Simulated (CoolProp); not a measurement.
A single-stage vapour-compression cycle with ammonia: evaporating at 272.15 K (dew point), condensing at 315.15 K (bubble point), superheat 2 K, subcooling 0 K, compressor efficiency 0.85, no pressure losses. Each further row changes one setting.

Values from CoolProp's reference Helmholtz-energy equation of state, Gao 2020.

```tsv
case	cooling COP	pressure ratio	discharge temperature (K)	refrigerating effect (kJ/kg)	volumetric capacity (kJ/m³)
as stated	4.48	3.97	388.8	1070	3520
evaporating temperature 277.15 K	___	3.30	377.7	1070	4220
condensing temperature 310.15 K	5.18	___	___	1090	3600
subcooling 5 K	___	3.97	388.8	1090	3600
superheat 12 K	___	3.97	___	1090	3440
compressor efficiency 0.75	3.96	3.97	401.1	1070	3520
```

Task: Fill in the missing entries.

Result: 
- evaporating temperature 277.15 K, cooling COP: 5.27
- condensing temperature 310.15 K, pressure ratio: 3.46
- condensing temperature 310.15 K, discharge temperature (K): 375.7
- subcooling 5 K, cooling COP: 4.59
- superheat 12 K, cooling COP: 4.39
- superheat 12 K, discharge temperature (K): 403.2
